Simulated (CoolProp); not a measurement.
The numbers come from the reference Helmholtz-energy equation of state, Thol 2017 in CoolProp.

Question: Give the vapour pressure (MPa), vapour density (kg/m³), enthalpy of vaporisation (kJ/kg), surface tension (mN/m) of saturated octamethyltrisiloxane (MDM) at 352.6, 374.9 K.

Answer: 
| T (K) | p (MPa) | vapour density (kg/m³) | enthalpy of vaporisation (kJ/kg) | surface tension (mN/m) |
|---|---|---|---|---|
| 352.6 | 0.00887 | 0.725 | 183 | 11.9 |
| 374.9 | 0.0213 | 1.65 | 174 | 10.1 |

Surface tension comes from a separate correlation (Mulero 2014), older than this fluid's equation and unchecked against measurements.
